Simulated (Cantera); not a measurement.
A perfectly stirred reactor is fed with 1.67 % H2, 98.3 % O2, equivalence ratio 0.0085, at 2670 Pa; it is held at 1348 K, and followed from long to short residence time.

Detailed kinetics in Cantera: GRI-Mech 3.0 (53 species, 325 reactions). Radical loss at walls, strong at low pressure, is not modelled.

Predict: x(H2) at τ = 18.0 s; x(O2) at τ = 18.0 s; x(H2O) at τ = 18.0 s; x(H) at τ = 18.0 s; x(O) at τ = 18.0 s; x(H2) at τ = 84.0 ms; x(O2) at τ = 84.0 ms; x(H2O) at τ = 84.0 ms; x(H) at τ = 84.0 ms; x(O) at τ = 84.0 ms.


| Quantity | Result |
|---|---|
| x(H2) at τ = 18.0 s | 5.59e-6 |
| x(O2) at τ = 18.0 s | 0.983 |
| x(H2O) at τ = 18.0 s | 0.0167 |
| x(H) at τ = 18.0 s | 2.28e-6 |
| x(O) at τ = 18.0 s | 0.000268 |
| x(H2) at τ = 84.0 ms | 0.000129 |
| x(O2) at τ = 84.0 ms | 0.976 |
| x(H2O) at τ = 84.0 ms | 0.0158 |
| x(H) at τ = 84.0 ms | 0.000277 |
| x(O) at τ = 84.0 ms | 0.00646 |
